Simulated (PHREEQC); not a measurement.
TMAH is added in steps, without added water, to 1 kg of water holding 0.0094 mol HCl and 0.0028 mol MnSO4, at 20 °C. The system is closed to oxygen. CO2 from the air is kept out. The run lets Pyrochroite precipitate or redissolve, and no other solid.

Base run: PHREEQC, ion-association model, phreeqc.dat. Each further column changes one thing. The table gives pH.

| TMAH added (mol) | base | diluted 5-fold with water | HCl from 0.0094 to 0.00094 mol/kgw | HCl from 0.0094 to 0.00188 mol/kgw | no solid may form |
|---|---|---|---|---|---|
| 0 | 2.11 | 2.77 | 3.12 | 2.82 | 2.11 |
| 0.0026 | 2.26 | 9.51 | 9.08 | 9.03 | 2.26 |
| 0.0039 | 2.35 | 11.09 | 9.16 | 9.10 | 2.35 |
| 0.0065 | 2.63 | 11.67 | 9.89 | 9.38 | 2.63 |
| 0.0078 | 2.90 | 11.80 | 11.22 | 10.63 | 2.90 |
| 0.0104 | 9.06 | 11.99 | 11.70 | 11.58 | 10.54 |
| 0.0117 | 9.14 | 12.05 | 11.82 | 11.74 | 11.02 |
| 0.0143 | 9.47 | 12.16 | 12.00 | 11.94 | 11.48 |
| 0.0156 | 10.88 | 12.21 | 12.06 | 12.02 | 11.61 |
| 0.0182 | 11.61 | 12.29 | 12.17 | 12.13 | 11.80 |
| 0.0195 | 11.75 | 12.32 | 12.21 | 12.18 | 11.86 |
| 0.0221 | 11.95 | 12.38 | 12.29 | 12.26 | 11.98 |
| 0.0234 | 12.02 | 12.41 | 12.32 | 12.30 | 12.03 |
| 0.026 | 12.13 | 12.46 | 12.38 | 12.36 | 12.12 |

(CH3)4N+ isn't in the database: it is added as a free cation with an ion size of 4 Å. In at least one series the solution becomes supersaturated in solids that the run did not let form, among them Pyrochroite.
